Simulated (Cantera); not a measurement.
Ti + H2O + H2 (metals in furnace atmospheres)

Feed: 1 mol Ti, 2.6 mol H2O, 20 mol H2, at 15.8 Torr.

These are equilibrium values from Cantera (NASA tables, ideal gas, pure condensed phases), not measurements of a reactor. Candidate condensed phases: H2O, Ti, TiO, TiO2, Ti2O3, Ti3O5, Ti4O7; 12 gas species. Mutual solubility and eutectic melting of coexisting phases are not modelled. Condensed phases not in the tables: Magnéli phases beyond Ti4O7. Rates play no part.

```
T (K)   x H2   x H2O       x H     x OH    x TiO2     x TiO  n TiO2(rutile)  n Ti4O7(s)  n Ti3O5(s)
-----  -----  ------  --------  -------  --------  --------  --------------  ----------  ----------
1425   0.973  0.0265   4.64e-5  2.77e-8  3.51e-12    <1e-12            1.00           0           0
1475   0.973  0.0265   8.83e-5  6.31e-8  2.06e-11    <1e-12            1.00           0           0
1525   0.973  0.0265  0.000161  1.36e-7  1.07e-10  6.93e-12            1.00           0           0
1575   0.973  0.0265  0.000283  2.80e-7  5.02e-10  4.26e-11            1.00           0           0
1625   0.963  0.0362  0.000478  7.57e-7   2.13e-9  1.70e-10           0.124       0.219           0
1675   0.962  0.0376  0.000786  1.49e-6   7.74e-9  7.54e-10               0       0.250           0
1725   0.961  0.0376   0.00126  2.71e-6   2.58e-8   3.15e-9               0       0.250           0
1775   0.960  0.0376   0.00196  4.77e-6   8.01e-8   1.21e-8               0       0.250           0
1825   0.956  0.0412   0.00297  8.96e-6   2.37e-7   3.98e-8               0           0       0.333
1875   0.954  0.0412   0.00442  1.49e-5   6.34e-7   1.29e-7               0           0       0.333
```
x: gas mole fraction; n: condensed amount in mol.

From 1425 K to 1575 K the condensed part is TiO2(rutile). At 1625 K the condensed part is TiO2(rutile) + Ti4O7(s). From 1675 K to 1775 K the condensed part is Ti4O7(s). From 1825 K to 1875 K the condensed part is Ti3O5(s).
